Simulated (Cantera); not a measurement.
NO annealing gas

A perfectly stirred reactor is fed with NO : N2 = 0.55 : 0.18 (molar parts), at 1.78 atm; it is held at 1673 K, and followed from long to short residence time.

Cantera simulation using GRI-Mech 3.0 (53 species, 325 reactions); the numbers are that mechanism's predictions, not measurements.

```csv
τ (s),x NO,x N2O,x O,x O2,x N2
9.2,0.388,5.86e-5,1.08e-5,0.182,0.429
2.9,0.538,0.000114,8.41e-6,0.106,0.354
0.93,0.653,0.000168,5.94e-6,0.0489,0.296
0.30,0.715,0.000202,4.03e-6,0.0184,0.266
0.095,0.740,0.000212,2.86e-6,0.00594,0.253
0.030,0.749,0.000203,2.23e-6,0.00168,0.249
0.0096,0.752,0.000169,1.72e-6,0.000364,0.247
```
x: mole fraction; the columns are a selection and need not sum to one.
